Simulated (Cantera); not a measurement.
A perfectly stirred reactor is fed with H2 : O2 : N2 = 1 : 1 : 7.2 (molar parts), at 0.160 bar; it is held at 1325 K, and followed from long to short residence time.

Computed with Cantera and the H2/O2 subset of GRI-Mech 3.0, which has no nitrogen chemistry. The temperature is held fixed by assumption; the heat of reaction is taken as removed at once.

Q: What does this change do: pressure from 0.160 bar to 0.550 bar?

A: 
```tsv
quantity	before	after
x(H2) at τ = 11.0 s	4.23e-5	1.35e-5
x(O2) at τ = 11.0 s	0.0574	0.0574
x(HO2) at τ = 11.0 s	5.21e-7	4.08e-7
x(H2O2) at τ = 11.0 s	6.05e-8	5.37e-8
x(H) at τ = 11.0 s	4.58e-6	3.91e-7
x(H2) at τ = 65.0 ms	0.00124	0.000404
x(O2) at τ = 65.0 ms	0.0573	0.0574
x(HO2) at τ = 65.0 ms	4.36e-6	7.24e-6
x(H2O2) at τ = 65.0 ms	4.30e-7	5.82e-7
x(H) at τ = 65.0 ms	0.000773	6.76e-5
```
